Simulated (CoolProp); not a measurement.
A single-stage vapour-compression cycle with the fluid: evaporating at 265.15 K (dew point), condensing at 310.15 K (bubble point), superheat 5 K, subcooling 0 K, compressor efficiency 0.6, no pressure losses. The same conditions are run with several fluids, on thermodynamics alone (safety and materials aside).

Values from CoolProp's reference Helmholtz-energy equation of state of each fluid (R507A: Lemmon 2003; R236EA: Rui 2013; n-pentane: Thol 2019; R142b: Lemmon 2006; R113: Marx 1992; R407C: Lemmon 2003). Blends and air are pseudo-pure fits.

| fluid | cooling COP | pressure ratio | discharge temperature (K) | refrigerating effect (kJ/kg) | volumetric capacity (kJ/m³) |
|---|---|---|---|---|---|
| R507A | 2.51 | 3.62 | 333.8 | 108 | 2600 |
| R236EA | 2.82 | 5.61 | 324.9 | 120 | 458 |
| n-pentane | 2.98 | 6.24 | 331.4 | 296 | 161 |
| R142b | 2.95 | 4.54 | 343.2 | 169 | 833 |
| R113 | 3.01 | 6.99 | 334.4 | 123 | 104 |
| R407C | 2.37 | 4.71 | 358.5 | 154 | 2230 |
